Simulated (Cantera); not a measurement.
SiCl4 + N2 + NH3 (silicon nitride deposition)

Feed: 1 mol SiCl4, 89 mol N2, 0.67 mol NH3.

Cantera equilibrium calculation (NASA polynomials, part measured and part estimated; ideal gas, pure solids and liquids). Candidate condensed phases: NH4Cl, Si, Si3N4; 28 gas species. The tables' values for SiCl3 are old estimates. The numbers say what is thermodynamically allowed, not how fast it happens.

Q: Map the stable condensed phases over T = 898, 998, 1098, 1198, 1298, 1398, 1498, 1598, 1698, 1798, 1898, 1998, 2098 K and P in Pa = 5, 17, 59, 210, 710, 2400, 8400, 29000, 100000.

A: 
```
T in K \ P in Pa
              5     17     59    210    710   2400   8400  29000 100000
   2098       A      A      A      A      A      A      A      A      A
   1998       A      A      A      A      A      A      A      A      A
   1898       A      A      A      A      A      A      A      A      A
   1798       A      A      A      A      A      A      A      A      A
   1698       A      A      A      A      A      A      A      A      B
   1598       A      A      A      A      A      A      A      B      B
   1498       A      A      A      A      A      A      B      B      B
   1398       A      A      A      A      B      B      B      B      B
   1298       A      A      B      B      B      B      B      B      B
   1198       B      B      B      B      B      B      B      B      B
   1098       B      B      B      B      B      B      B      B      B
    998       B      B      B      B      B      B      B      B      B
    898       B      B      B      B      B      B      B      B      B
```
A: gas only; B: Si3N4.
